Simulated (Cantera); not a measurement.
A Cantera script and what it prints.

```python
import numpy as np
import cantera as ct

gas_names = """
    B BN BO BO2 B2 B2O B2O2 B2O3 N NO NO2 NO3 N2 N2O O O2 O3
""".split()
cond_names = """
    B(b) B(L) BN(s) B2O3(L)
""".split()


def load(file, names, dense=False):
    # The tables refer to 1 bar. Condensed volumes are neglected.
    table = {s.name: s for s in ct.Species.list_from_file(file)}
    out = []
    for n in names:
        d = dict(table[n].input_data)
        d["thermo"] = dict(d["thermo"], **{"reference-pressure": 1e5})
        if dense:
            d["equation-of-state"] = {"model": "constant-volume", "density": "1e6 g/cm^3"}
        out.append(ct.Species.from_dict(d))
    return out


gas = ct.Solution(thermo="ideal-gas", species=load("nasa_gas.yaml", gas_names))
cond = {s.name: ct.Solution(thermo="fixed-stoichiometry", species=[s], name=s.name)
        for s in load("nasa_condensed.yaml", cond_names, dense=True)}
atoms = {
    'BN': {'B': 1, 'N': 1},
    'O2': {'O': 2},
    'N2': {'N': 2},
}
top_T = {'BN(s)': 3200}  # K; cautious upper limits of use, not melting points


def equilibrate(T, P, feed):
    n = {}
    for name, mol in feed.items():
        for a, k in atoms[name].items():
            n[a] = n.get(a, 0.0) + k * mol
    gas.TPX = T, P, n
    mass = sum(n.values()) * gas.mean_molecular_weight
    gas.equilibrate("TP")
    valid = [c for c in cond.values() if c.min_temp <= T <= top_T.get(c.name, c.max_temp)]
    mix = ct.Mixture([(gas, mass / gas.mean_molecular_weight)] + [(c, 0.0) for c in valid])
    mix.T, mix.P = T, P
    mix.equilibrate("TP", solver="vcs", rtol=1e-11, max_steps=5000)
    return mix


results = []
feed = {'BN': 1, 'O2': 0.45, 'N2': 8.3}  # mol
T = 1650  # K
P = 13332.2  # Pa
mix = equilibrate(T, P, feed)
results.append((T, P, feed, dict(zip(mix.species_names, mix.species_moles))))
x = sorted(zip(gas.X, gas.species_names), reverse=True)
print(f"T = {T:g} K  P = {P:g} Pa  gas = {mix.phase_moles(0):.4g} mol")
print("   x: " + "  ".join(f"{s} {v:.3e}" for v, s in x if v > 0.001))
print("   condensed (mol): " + ("  ".join(f"{mix.phase(i).name} {mix.phase_moles(i):.4g}"
      for i in range(1, mix.n_phases) if mix.phase_moles(i) > 1e-12) or "none"))
```

Result:

```
T = 1650 K  P = 13332.2 Pa  gas = 8.624 mol
   x: N2 9.973e-01  B2O3 2.609e-03
   condensed (mol): BN(s) 0.3993  B2O3(L) 0.2768
```

Equilibrium computed with Cantera from the NASA thermochemical tables; the gas is ideal and each condensed phase is pure. Mutual solubility and eutectic melting of coexisting phases are not modelled.
